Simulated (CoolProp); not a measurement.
Vapour-liquid equilibrium of n-butane (1) + trans-2-butene (2) at 1.18 bar; x and y are mole fractions of (1).

The numbers come from the multi-fluid Helmholtz-energy mixture model, Bücker 2006 and Lemmon 2005; pair parameters Bell 2016 in CoolProp.

```csv
x,"bubble temperature, mixture model (K)","bubble temperature, Raoult's law (K)","y, mixture model","y, Raoult's law"
0.05,277.9,278.0,0.056,0.052
0.15,277.6,277.9,0.163,0.156
0.25,277.3,277.7,0.265,0.259
0.35,277.1,277.6,0.364,0.361
0.45,277.0,277.5,0.462,0.462
0.55,276.9,277.3,0.558,0.562
0.65,276.8,277.2,0.655,0.661
0.75,276.8,277.1,0.752,0.759
0.85,276.7,276.9,0.850,0.856
0.95,276.7,276.8,0.950,0.952
```

The largest gap from Raoult's law is -0.5 K in bubble temperature, at x = 0.45. y crosses x between x = 0.85 and 0.95: the model has an azeotrope there.

Pair parameters are fitted to limited data, so mixtures are less certain than the pure fluids.
